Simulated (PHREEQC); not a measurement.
0.01 mol of Iodyrite (AgI) is brought to equilibrium with 1 kg of water holding 0.03 mol NaCl, at 25 °C, the pH being set by adding NaOH or HCl. O2 is buffered at 0.21 atm. CO2 from the air is kept out. The run lets Iodyrite, Cerargyrite, Ag2O precipitate or redissolve, and no other solid.

Model: acid-base model without metal-ligand complexes, wateq4f.dat, run in PHREEQC.

**Question.** Predict dissolved Ag (mol/kgw), Cerargyrite (mol) at pH = 10, 11.5.

**Answer.** 
| pH | dissolved Ag (mol/kgw) | Cerargyrite (mol) |
|---|---|---|
| 10 | 8.33e-9 | 5.94e-9 |
| 11.5 | 1.14e-8 | 2.82e-9 |
